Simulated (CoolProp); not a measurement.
Vapour-liquid equilibrium of CH2F2 (R32) (1) + propylene (2) at 254.4 K; x and y are mole fractions of (1).

Values from CoolProp's multi-fluid Helmholtz-energy mixture model, Tillner-Roth 1997 and Lemmon 2013; pair parameters Bell 2016.

Give the bubble pressure and the first vapour's composition at x = 0.05, 0.25, 0.65. Is there an azeotrope?

x = 0.05: 0.3729 MPa, y = 0.172; x = 0.25: 0.4943 MPa, y = 0.455; x = 0.65: 0.5437 MPa, y = 0.630. y crosses x between x = 0.55 and 0.65: the model has an azeotrope there.

The pair parameters rest on a limited set of measurements; away from them the model extrapolates.
